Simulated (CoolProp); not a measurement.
A single-stage vapour-compression cycle with the fluid: evaporating at 195.15 K (dew point), condensing at 229.15 K (bubble point), superheat 2 K, subcooling 0 K, compressor efficiency 0.85, no pressure losses. The same conditions are run with several fluids, on thermodynamics alone (safety and materials aside).

The numbers come from the reference Helmholtz-energy equation of state of each fluid (CH3F (R41): Lemmon 2006; R143a: Lemmon and Jacobsen 2000; hydrogen chloride: Thol 2018; CH2F2 (R32): Tillner-Roth 1997; C2F6 (R116): Lemmon 2006; nitrous oxide: Lemmon 2006) in CoolProp.

| fluid | cooling COP | pressure ratio | discharge temperature (K) | refrigerating effect (kJ/kg) | volumetric capacity (kJ/m³) |
|---|---|---|---|---|---|
| CH3F (R41) | 4.08 | 4.78 | 297.3 | 418 | 934 |
| R143a | 4.26 | 6.55 | 260.9 | 204 | 191 |
| hydrogen chloride | 4.01 | 4.47 | 317.7 | 380 | 1300 |
| CH2F2 (R32) | 4.09 | 6.88 | 311.5 | 357 | 246 |
| C2F6 (R116) | 3.96 | 4.58 | 237.0 | 84.4 | 757 |
| nitrous oxide | 4.03 | 4.46 | 293.6 | 304 | 1550 |
